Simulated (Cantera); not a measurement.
Mixture: CH4 : CO : O2 : N2 = 1 : 0.9 : 3.95 : 12.3 (molar parts), equivalence ratio 0.62, at 3680 Torr, adiabatic and at constant volume. Ignition delay is the time to a rise of 400 K.

Cantera simulation using GRI-Mech 3.0 (53 species, 325 reactions); the numbers are that mechanism's predictions, not measurements.

At T0 = 1473 K, what is the delay, and which 7 reactions control it most (d ln τ / d ln k, from doubling and halving each rate constant)?

The delay is 0.298 ms.
```
reaction                  d ln τ / d ln k   faster rate
------------------------  ---------------  ------------
CH3 + O2 <=> CH3O + O               -0.56   shortens it
2 CH3 (+M) <=> C2H6 (+M)             0.50  lengthens it
H + O2 <=> O + OH                   -0.36   shortens it
CH3 + HO2 <=> CH3O + OH             -0.29   shortens it
CH4 + H <=> CH3 + H2                 0.27  lengthens it
CH3 + O2 <=> CH2O + OH              -0.25   shortens it
CH4 + OH <=> CH3 + H2O               0.23  lengthens it
```
